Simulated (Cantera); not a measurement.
A perfectly stirred reactor is fed with CH₄ : O₂ : N₂ : H₂O = 1 : 1.11 : 4.18 : 0.34 (molar parts), equivalence ratio 1.8, at 14.0 bar; it is adiabatic with a 500 K inlet, and is followed from long to short residence time, starting on the burning branch (τ in s: 0.06, 0.031, 0.016, 0.0082, 0.0042, 0.0022, 0.0011, 0.00058, 0.0003, 0.00015, 7.9e-05, 4.1e-05, 2.1e-05).

Detailed kinetics in Cantera: GRI-Mech 3.0 (53 species, 325 reactions). The pressure lies above the range GRI-Mech 3.0 was tuned for (to about 10 atm).

x: mole fraction; the columns are a selection and need not sum to one.

| τ (s) | T (K) | x CH₄ | x O₂ | x H₂O | x CH₂O | x C₂H | x NO |
|---|---|---|---|---|---|---|---|
| 0.060 | 1833 | 0.00987 | 0.000260 | 0.196 | 3.82e-6 | [?] | 1.14e-7 |
| 0.031 | 1843 | 0.0117 | 0.000459 | 0.201 | 6.20e-6 | [?] | 1.42e-7 |
| 0.016 | 1851 | 0.0138 | 0.000809 | 0.205 | 1.02e-5 | [?] | 1.67e-7 |
| 0.0082 | 1857 | 0.0160 | 0.00143 | 0.209 | 1.71e-5 | [?] | 1.81e-7 |
| 0.0042 | 1857 | 0.0185 | 0.00252 | 0.212 | 2.92e-5 | [?] | 1.81e-7 |
| 0.0022 | 1850 | 0.0212 | 0.00438 | 0.213 | 5.04e-5 | [?] | 1.63e-7 |
| 0.0011 | 1824 | 0.0251 | 0.00818 | 0.213 | 9.79e-5 | [?] | 1.25e-7 |
| 0.00058 | 1760 | 0.0312 | 0.0164 | 0.207 | 0.000229 | [?] | 7.05e-8 |
| 0.00030 | 500 | 0.151 | 0.167 | 0.0513 | <1e-12 | <1e-12 | <1e-12 |
| 0.00015 | 500 | 0.151 | 0.167 | 0.0513 | <1e-12 | <1e-12 | <1e-12 |
| 7.9e-5 | 500 | 0.151 | 0.167 | 0.0513 | <1e-12 | <1e-12 | <1e-12 |
| 4.1e-5 | 500 | 0.151 | 0.167 | 0.0513 | <1e-12 | <1e-12 | <1e-12 |
| 2.1e-5 | 500 | 0.151 | 0.167 | 0.0513 | <1e-12 | <1e-12 | <1e-12 |

### Question
Some entries are withheld; supply them.

### Answer

- 0.060, x C₂H: 2.37e-8
- 0.031, x C₂H: 3.59e-8
- 0.016, x C₂H: 5.13e-8
- 0.0082, x C₂H: 6.91e-8
- 0.0042, x C₂H: 8.59e-8
- 0.0022, x C₂H: 9.54e-8
- 0.0011, x C₂H: 8.76e-8
- 0.00058, x C₂H: 4.95e-8
